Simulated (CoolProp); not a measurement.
A simple Rankine cycle with water: condensing at 308.15 K, boiler at 9.64 MPa, turbine inlet 586.4 K, turbine efficiency 0.65, pump efficiency 0.6, no recuperator. Each further row changes one setting.

Model: reference Helmholtz-energy equation of state, Wagner 2002, in CoolProp.

| case | thermal efficiency (%) | net work (kJ/kg) | heat in (kJ/kg) | turbine exit temperature (K) | volume ratio over the turbine |
|---|---|---|---|---|---|
| as stated | 24.8 | 646 | 2600 | 308.1 | 1040 |
| turbine inlet 606.4 K | 25.1 | 678 | 2700 | 308.1 | 962 |
| condensing temperature 300.15 K | 25.6 | 673 | 2630 | 300.2 | 1590 |
| boiler pressure 6.75 MPa | 24.4 | 669 | 2750 | 308.1 | 662 |
| turbine efficiency 0.55 | 20.9 | 544 | 2600 | 308.1 | 1100 |

The expansion ends wet for: as stated; turbine inlet 606.4 K; condensing temperature 300.15 K; boiler pressure 6.75 MPa; turbine efficiency 0.55.
